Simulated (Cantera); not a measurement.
# Silicates and aluminates: SiO₂ + MgCl₂ + O₂

Input: 1 mol SiO₂, 0.12 mol MgCl₂, 0.54 mol O₂, equilibrated at 925 K and 0.100 bar.

Method: chemical equilibrium by Gibbs-energy minimisation in Cantera with the NASA 1993 tables (ideal gas, pure condensed phases). Candidate condensed phases: Mg, MgCl₂, MgO, MgSiO₃, Mg₂SiO₄, Si, SiO₂; 20 gas species. Condensed phases not in the tables: alloys, solid solutions and most ternary compounds. The numbers say what is thermodynamically allowed, not how fast it happens.

The x(O₂) comes out as 0.800 and the x(Cl₂) comes out as 0.200. The x(Cl) comes out as 0.000164 and the x(ClO) is 3.58e-6. The n(MgSiO₃(s)) is 0.120 mol and the n(SiO₂(β-quartz)) is 0.880 mol. The gas amount is 0.6000 mol and the log10 activity of Mg(l) (absent) is -29.77. The log10 activity of Si(s) (absent) is -40.88.
